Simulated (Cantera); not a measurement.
A perfectly stirred reactor is fed with C3H8 : O2 : N2 = 1 : 7.35 : 27.6 (molar parts), at 1.01 bar; it is adiabatic with a 625 K inlet, and is followed from long to short residence time, starting on the burning branch (τ in s: 0.03, 0.015, 0.008, 0.0041, 0.0021, 0.0011, 0.00056, 0.00029, 0.00015, 7.6e-05, 3.9e-05, 2e-05, 1e-05).

Cantera simulation using GRI-Mech 3.0 (53 species, 325 reactions); the numbers are that mechanism's predictions, not measurements. GRI-Mech 3.0 was tuned for natural gas; its chemistry of propane as a main component is partial and can be far from experiment.

x: mole fraction; the columns are a selection and need not sum to one.

```tsv
τ (s)	T (K)	x C3H8	x O2	x O	x CH4	x NO2	x H2O2	x CH2
0.030	2069	7.00e-7	0.0635	0.000791	2.35e-7	2.17e-7	8.30e-8	9.59e-8
0.015	2056	1.21e-6	0.0638	0.00111	3.13e-7	1.37e-7	9.72e-8	1.66e-7
0.0080	2038	1.94e-6	0.0642	0.00154	4.03e-7	8.73e-8	1.16e-7	2.66e-7
0.0041	2014	3.18e-6	0.0648	0.00214	5.45e-7	5.24e-8	1.44e-7	4.29e-7
0.0021	1983	5.21e-6	0.0656	0.00290	7.92e-7	3.13e-8	1.80e-7	6.80e-7
0.0011	1946	8.52e-6	0.0667	0.00376	1.25e-6	1.95e-8	2.26e-7	1.06e-6
0.00056	1901	1.47e-5	0.0682	0.00468	2.27e-6	1.25e-8	2.88e-7	1.68e-6
0.00029	1850	2.67e-5	0.0705	0.00541	4.66e-6	8.26e-9	3.69e-7	2.71e-6
0.00015	1788	?	0.0744	0.00557	?	?	?	?
7.6e-5	1695	0.000147	0.0828	0.00426	4.50e-5	3.32e-9	7.04e-7	9.63e-6
3.9e-5	625	0.0278	0.204	<1e-12	<1e-12	<1e-12	<1e-12	<1e-12
2.0e-5	625	0.0278	0.204	<1e-12	<1e-12	<1e-12	<1e-12	<1e-12
1.0e-5	625	0.0278	0.204	<1e-12	<1e-12	<1e-12	<1e-12	<1e-12
```

Task: Some entries are withheld; supply them.

Result: 
- 0.00015, x C3H8: 5.39e-5
- 0.00015, x CH4: 1.15e-5
- 0.00015, x NO2: 5.40e-9
- 0.00015, x H2O2: 4.85e-7
- 0.00015, x CH2: 4.67e-6
